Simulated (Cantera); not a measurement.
# Thermodynamics of chlorosilane synthesis and conversion, feed SiCl4 + Cl2 + H2

A closed system holds: 1 mol SiCl4, 2.5 mol Cl2, a varied amount of H2, equilibrated at 425 °C and 3450 Torr.

Method: chemical equilibrium by Gibbs-energy minimisation in Cantera with the NASA 1993 tables (ideal gas, pure condensed phases). Candidate condensed phases: Si; 19 gas species. The numbers say what is thermodynamically allowed, not how fast it happens.

```json
[
 {"n(H2) (mol)": "0.35", "x HCl": "0.182", "x Cl2": "0.558", "x H2": "<1e-12", "x SiCl4": "0.260", "x SiHCl3": "<1e-12"},
 {"n(H2) (mol)": "0.48", "x HCl": "0.241", "x Cl2": "0.508", "x H2": "<1e-12", "x SiCl4": "0.251", "x SiHCl3": "<1e-12"},
 {"n(H2) (mol)": "0.65", "x HCl": "0.313", "x Cl2": "0.446", "x H2": "<1e-12", "x SiCl4": "0.241", "x SiHCl3": "<1e-12"},
 {"n(H2) (mol)": "0.89", "x HCl": "0.405", "x Cl2": "0.367", "x H2": "<1e-12", "x SiCl4": "0.228", "x SiHCl3": "<1e-12"},
 {"n(H2) (mol)": "1.2", "x HCl": "0.511", "x Cl2": "0.277", "x H2": "<1e-12", "x SiCl4": "0.213", "x SiHCl3": "<1e-12"},
 {"n(H2) (mol)": "1.6", "x HCl": "0.627", "x Cl2": "0.176", "x H2": "<1e-12", "x SiCl4": "0.196", "x SiHCl3": "<1e-12"},
 {"n(H2) (mol)": "2.2", "x HCl": "0.772", "x Cl2": "0.0526", "x H2": "<1e-12", "x SiCl4": "0.175", "x SiHCl3": "<1e-12"},
 {"n(H2) (mol)": "3", "x HCl": "0.769", "x Cl2": "<1e-12", "x H2": "0.0769", "x SiCl4": "0.154", "x SiHCl3": "3.04e-6"},
 {"n(H2) (mol)": "4.1", "x HCl": "0.658", "x Cl2": "<1e-12", "x H2": "0.211", "x SiCl4": "0.132", "x SiHCl3": "8.32e-6"},
 {"n(H2) (mol)": "5.5", "x HCl": "0.556", "x Cl2": "<1e-12", "x H2": "0.333", "x SiCl4": "0.111", "x SiHCl3": "1.32e-5"},
 {"n(H2) (mol)": "7.5", "x HCl": "0.455", "x Cl2": "<1e-12", "x H2": "0.455", "x SiCl4": "0.0909", "x SiHCl3": "1.80e-5"},
 {"n(H2) (mol)": "10", "x HCl": "0.370", "x Cl2": "<1e-12", "x H2": "0.556", "x SiCl4": "0.0741", "x SiHCl3": "2.19e-5"}
]
```
x: gas mole fraction; nothing condenses.

From 0.35 mol H2 to 10 mol H2 nothing is condensed. The main Si-bearing gas is SiCl4 throughout.
